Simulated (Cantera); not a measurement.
Catalytic combustion on Pt

An isothermal plug-flow reactor at 1075 K and 0.395 atm (inlet), inlet velocity 2.4 m/s, active area per volume 2100 1/m; feed 0.486 % CH₄, 1.13 % O₂, 89.3 % N₂, 9.05 % H₂O, equivalence ratio 0.86.

Detailed kinetics in Cantera: Deutschmann's 1995 Pt surface mechanism with GRI-Mech 3.0 gas chemistry. Catalytic surfaces can have several steady states; this one follows from the mechanism file's or the stated starting coverage. Mass transfer to the wall is taken as infinitely fast.

```tsv
z (m)	x CH₄	x O₂	x H₂O	x CO₂	x CO	θ free Pt	θ O*	θ OH*
3.7e-05	0.00477	0.0111	0.0907	8.79e-5	5.59e-6	0.498	0.499	0.00335
6.6e-05	0.00470	0.0110	0.0908	0.000160	5.92e-6	0.499	0.498	0.00335
0.00012	0.00456	0.0107	0.0911	0.000293	5.84e-6	0.500	0.496	0.00336
0.00021	0.00435	0.0103	0.0915	0.000508	5.60e-6	0.503	0.494	0.00336
0.00037	0.00398	0.00956	0.0922	0.000871	5.20e-6	0.508	0.489	0.00338
0.00066	0.00338	0.00836	0.0934	0.00147	4.51e-6	0.516	0.480	0.00340
0.0012	0.00245	0.00650	0.0953	0.00240	3.42e-6	0.532	0.464	0.00342
0.0021	0.00137	0.00434	0.0974	0.00348	2.04e-6	0.557	0.440	0.00344
0.0037	0.000423	0.00245	0.0993	0.00443	6.94e-7	0.589	0.408	0.00344
```
x: gas mole fraction; θ: surface coverage.
